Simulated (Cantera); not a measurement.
**S + H₂ + O₂ (abatement and gas-phase synthesis)**

Input: 1 mol S, 4.2 mol H₂, 0.81 mol O₂, held at 17.0 Pa.

These are equilibrium values from Cantera (NASA tables, ideal gas, pure condensed phases), not measurements of a reactor. Candidate condensed phases: H₂O, H₂SO₄, S; 19 gas species. Kinetics and transport are ignored.

```csv
T (K),log p H,log p H₂,log p H₂O,log p O,log p S,log p S₂,log p SO,log p SO₂,log p OH
1525,-6.63,-4.01,-4.29,-11.10,-6.68,-4.83,-5.98,-5.56,-8.42
1675,-5.93,-3.99,-4.35,-9.64,-6.05,-4.91,-5.52,-5.33,-7.61
1825,-5.35,-3.99,-4.43,-8.43,-5.57,-5.06,-5.19,-5.23,-6.95
1975,-4.87,-4.01,-4.53,-7.40,-5.25,-5.35,-5.00,-5.21,-6.41
2125,-4.48,-4.08,-4.63,-6.49,-5.09,-5.85,-4.92,-5.26,-5.94
2275,-4.19,-4.23,-4.79,-5.67,-5.06,-6.50,-4.94,-5.36,-5.55
2425,-4.01,-4.52,-5.19,-5.06,-5.02,-7.05,-5.05,-5.66,-5.40
2575,-3.93,-4.93,-5.93,-4.76,-4.92,-7.39,-5.31,-6.32,-5.58
2725,-3.90,-5.39,-6.85,-4.65,-4.85,-7.74,-5.73,-7.25,-5.95
2875,-3.89,-5.83,-7.77,-4.62,-4.82,-8.12,-6.21,-8.25,-6.35
3025,-3.89,-6.24,-8.63,-4.61,-4.82,-8.50,-6.67,-9.21,-6.75
3175,-3.89,-6.61,-9.41,-4.60,-4.81,-8.85,-7.10,-10.09,-7.11
3325,-3.89,-6.96,-10.13,-4.60,-4.81,-9.18,-7.50,-10.90,-7.44
```
log p: log10 of the partial pressure in bar; nothing condenses.

From 1525 K to 3325 K nothing is condensed.
